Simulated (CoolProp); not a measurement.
Vapour-liquid equilibrium of R245fa (1) + n-pentane (2) at 0.118 MPa; x and y are mole fractions of (1).

Computed with CoolProp (multi-fluid Helmholtz-energy mixture model, Akasaka 2015 and Thol 2019; pair parameters Bell 2016).

| x | bubble temperature, mixture model (°C) | bubble temperature, Raoult's law (°C) | y, mixture model | y, Raoult's law |
|---|---|---|---|---|
| 0.05 | 27.5 | 38.9 | ___ | 0.102 |
| 0.2 | ___ | 34.4 | 0.639 | 0.352 |
| 0.35 | 13.8 | 30.6 | 0.674 | 0.539 |
| 0.5 | 13.7 | 27.3 | 0.676 | 0.685 |
| 0.65 | 13.7 | 24.4 | 0.680 | 0.801 |
| 0.8 | 13.9 | 21.9 | ___ | 0.897 |
| 0.95 | ___ | 19.6 | ___ | 0.976 |

Problem. Complete the blanks.

Solution. 
- 0.05, y, mixture model: 0.383
- 0.2, bubble temperature, mixture model (°C): 15.5
- 0.8, y, mixture model: 0.717
- 0.95, bubble temperature, mixture model (°C): 16.5
- 0.95, y, mixture model: 0.872

The largest gap from Raoult's law is -18.9 K in bubble temperature, at x = 0.2. y crosses x between x = 0.65 and 0.8: the model has an azeotrope there.

The pair parameters rest on a limited set of measurements; away from them the model extrapolates. With so large a gap from Raoult's law the liquid may split in two, which this calculation doesn't test in full.
